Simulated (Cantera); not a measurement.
A closed system holds: 1 mol Si, 2.4 mol F2, equilibrated at 0.0728 Torr.

Cantera equilibrium calculation (NASA polynomials, part measured and part estimated; ideal gas, pure solids and liquids). Candidate condensed phases: Si; 9 gas species. Equilibrium is a limit: real reactors are often held back by kinetics, nucleation or transport. All values below are at 748 K.

Base state: SiF4 0.659, F2 0.186, F 0.155 (mole fractions); condensed: gas only.

Question: What changes in the equilibrium state with this change: pressure from 0.0728 Torr to 59.3 Torr?

Answer: 
| species | before | after |
|---|---|---|
| SiF4 | 0.659 | 0.712 |
| F2 | 0.186 | 0.281 |
| F | 0.155 | 0.00668 |
